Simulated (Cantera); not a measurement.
Input: 1 mol SiF4, 0.05 mol C2H2, 3.8 mol H2, held at 827 °C and 0.133 bar.

Equilibrium computed with Cantera from the NASA thermochemical tables; the gas is ideal and each condensed phase is pure. Candidate condensed phases: C, C6H6, C7H8, C8H18, Si, SiC; 113 gas species. The tables' values for SiF3 are old estimates; treat these amounts as uncertain. Equilibrium is a limit: real reactors are often held back by kinetics, nucleation or transport.

### Question
What is the equilibrium state?

### Answer
```
Property                               Value
--------------------------------  ----------
x(H2)                                  0.789
x(SiF4)                                0.206
x(CH4)                               0.00298
x(HF)                                0.00129
x(SiHF3)                             0.00120
x(SiF3)                              8.28e-5
x(SiH2F2)                            3.56e-6
n(C(graphite))                    0.0856 mol
gas amount                         4.836 mol
log10 activity of Si(s) (absent)       -4.69
```
